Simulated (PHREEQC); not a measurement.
A made-up water analysis in mg/kgw, 11 °C, pH 3.81, pe 12.7:

```json
[
 {"constituent": "Na", "mg/kgw": "54.8"},
 {"constituent": "K", "mg/kgw": "38.4"},
 {"constituent": "Ca", "mg/kgw": "169"},
 {"constituent": "Mg", "mg/kgw": "43.8"},
 {"constituent": "Cl", "mg/kgw": "171"},
 {"constituent": "S(6) as SO4", "mg/kgw": "557"},
 {"constituent": "Al", "mg/kgw": "0.157"},
 {"constituent": "Zn", "mg/kgw": "1.32"},
 {"constituent": "Ni", "mg/kgw": "0.137"},
 {"constituent": "Fe(3)", "mg/kgw": "19.1"}
]
```

Valence states are taken as typed.

The numbers come from PHREEQC with the ion-association model, wateq4f.dat.

Q: The ionic strength comes out as 0.0232 mol/kgw. What activity coefficients do Fe+3, NaSO4-, Mg+2, H+, KSO4- get?

A: Fe+3 0.34, NaSO4- 0.87, Mg+2 0.58, H+ 0.89, KSO4- 0.87.

This is a speciation only: nothing precipitates in the calculation. Examples of supersaturated solids here: Jarosite-K, Jarosite-Na. Others may be too. Complexes and solids missing from the database can't appear. Constants without temperature data keep their 25 °C values here.
